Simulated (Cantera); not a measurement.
Input (Python, Cantera):

```python
import numpy as np
import cantera as ct

gas = ct.Solution("h2o2.yaml")
gas.TPX = 400, 26000, {'H2': 1, 'O2': 0.417, 'N2': 1.58}
flame = ct.FreeFlame(gas, width=0.1)
flame.set_refine_criteria(ratio=3, slope=0.08, curve=0.16)
flame.transport_model = "mixture-averaged"
flame.solve(loglevel=0, auto=True)
z, T = flame.grid, flame.T
thick = (T[-1] - T[0]) / np.gradient(T, z).max()
show = ['H2', 'O2', 'OH', 'O', 'H2O2', 'H2O']
print(f"laminar burning velocity  {flame.velocity[0] * 100:.3f} cm/s")
print(f"burnt temperature         {T[-1]:.1f} K")
print(f"thermal thickness         {thick * 1e3:.4f} mm")
print(f"grid points               {len(z)}")
z0 = z[flame.heat_release_rate.argmax()]
print(f"{'z/mm':>9s}{'T/K':>9s}{'u/(m/s)':>9s}" + "".join(f"{s:>11s}" for s in show))
rows = []
for k in (-3, -2, -1.5, -1, -0.5, -0.25, 0, 0.25, 0.5, 1, 2, 4, 8):
    zz = z0 + k * thick
    rows.append([k * thick, np.interp(zz, z, T), np.interp(zz, z, flame.velocity),
                 *(np.interp(zz, z, flame.X[gas.species_index(s)]) for s in show)])
    print(f"{rows[-1][0] * 1e3:9.3f}{rows[-1][1]:9.1f}{rows[-1][2]:9.3f}" + "".join(f"{x:11.3e}" for x in rows[-1][3:]))
```

It prints:

```
laminar burning velocity  369.765 cm/s
burnt temperature         2387.2 K
thermal thickness         2.3597 mm
grid points               141
     z/mm      T/K  u/(m/s)         H2         O2         OH          O       H2O2        H2O
   -7.079    400.0    3.698  3.337e-01  1.391e-01  1.490e-18  2.329e-16 -3.938e-18  2.373e-15
   -4.719    400.0    3.698  3.337e-01  1.391e-01  4.947e-16  7.735e-14  6.455e-15  9.657e-13
   -3.540    400.0    3.698  3.337e-01  1.391e-01  7.052e-15  1.102e-12  1.206e-13  1.559e-11
   -2.360    400.0    3.698  3.337e-01  1.391e-01  1.148e-12  1.230e-10  3.066e-11  2.779e-09
   -1.180    403.3    3.722  3.324e-01  1.393e-01  4.407e-06  6.809e-07  1.154e-06  5.732e-05
   -0.590    606.3    5.480  3.044e-01  1.355e-01  7.596e-04  1.255e-04  2.737e-05  1.455e-02
    0.000   1087.0    9.476  1.828e-01  9.430e-02  2.414e-03  4.956e-03  1.162e-06  1.074e-01
    0.590   1395.8   12.024  7.955e-02  3.057e-02  7.169e-03  1.030e-02  1.224e-06  2.224e-01
    1.180   1525.3   13.048  6.666e-02  1.876e-02  9.518e-03  1.026e-02  9.178e-07  2.442e-01
    2.360   1664.0   14.105  6.880e-02  1.550e-02  1.166e-02  9.342e-03  5.455e-07  2.521e-01
    4.719   1815.0   15.219  7.096e-02  1.263e-02  1.338e-02  7.752e-03  2.829e-07  2.609e-01
    9.439   1965.9   16.295  7.130e-02  9.611e-03  1.412e-02  5.800e-03  1.488e-07  2.717e-01
   18.877   2106.6   17.267  7.003e-02  6.681e-03  1.357e-02  3.854e-03  8.534e-08  2.835e-01
```

Model: the H2/O2 subset of GRI-Mech 3.0, which has no nitrogen chemistry, integrated in Cantera. Burning velocities carry a grid error of a few per cent, more on coarse grids.
